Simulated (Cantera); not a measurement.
## Thermodynamics of nitride etching, feed AlN + H2O

Input: 1 mol AlN, 0.37 mol H2O, equilibrated at 19.0 Pa.

Cantera equilibrium calculation (NASA polynomials, part measured and part estimated; ideal gas, pure solids and liquids). Candidate condensed phases: Al, AlN, Al2O3, H2O; 35 gas species. Mutual solubility and eutectic melting of coexisting phases are not modelled. The tables' values for AlOH are old estimates; treat these amounts as uncertain. Condensed phases not in the tables: aluminium oxynitride. Equilibrium is a limit: real reactors are often held back by kinetics, nucleation or transport.

| T (K) | x H2 | x N2 | x Al | x Al2O | x H | x AlH | n AlN(s) | n Al2O3(s) |
|---|---|---|---|---|---|---|---|---|
| 923 | 0.750 | 0.250 | <1e-12 | <1e-12 | 1.54e-8 | <1e-12 | 0.753 | 0.123 |
| 1023 | 0.750 | 0.250 | <1e-12 | <1e-12 | 2.60e-7 | <1e-12 | 0.753 | 0.123 |
| 1123 | 0.750 | 0.250 | 1.58e-12 | <1e-12 | 2.68e-6 | <1e-12 | 0.753 | 0.123 |
| 1223 | 0.750 | 0.250 | 4.32e-10 | 1.05e-12 | 1.89e-5 | 2.34e-11 | 0.753 | 0.123 |
| 1323 | 0.750 | 0.250 | 5.03e-8 | 4.63e-10 | 9.96e-5 | 1.58e-9 | 0.753 | 0.123 |
| 1423 | 0.750 | 0.250 | 2.97e-6 | 8.56e-8 | 0.000417 | 5.87e-8 | 0.753 | 0.123 |
| 1523 | 0.749 | 0.250 | 0.000102 | 7.85e-6 | 0.00145 | 1.35e-6 | 0.753 | 0.123 |
| 1623 | 0.743 | 0.250 | 0.00226 | 0.000407 | 0.00432 | 2.08e-5 | 0.752 | 0.123 |
| 1723 | 0.685 | 0.256 | 0.0342 | 0.0130 | 0.0110 | 0.000221 | 0.726 | 0.121 |
| 1823 | 0.231 | 0.323 | 0.261 | 0.169 | 0.0151 | 0.000741 | 0 | 0.0364 |
| 1923 | 0.220 | 0.319 | 0.273 | 0.156 | 0.0320 | 0.000587 | 0 | 0.0420 |
x: gas mole fraction; n: condensed amount in mol.

From 923 K to 1723 K the condensed part is AlN(s) + Al2O3(s). From 1823 K to 1923 K the condensed part is Al2O3(s).
